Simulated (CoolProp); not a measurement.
Vapour-liquid equilibrium of m-xylene (1) + o-xylene (2) at 447.5 K; x and y are mole fractions of (1).

Computed with CoolProp (multi-fluid Helmholtz-energy mixture model, Zhou 2012 and Zhou 2012; pair parameters Bell 2016).

Question: Give the bubble pressure and the first vapour's composition at x = 0.2, 0.575, 0.875. Is there an azeotrope?

Answer: x = 0.2: 2.162 bar, y = 0.219; x = 0.575: 2.275 bar, y = 0.605; x = 0.875: 2.363 bar, y = 0.887. No azeotrope shows between x = 0.05 and 0.95.

Pair parameters are fitted to limited data, so mixtures are less certain than the pure fluids.
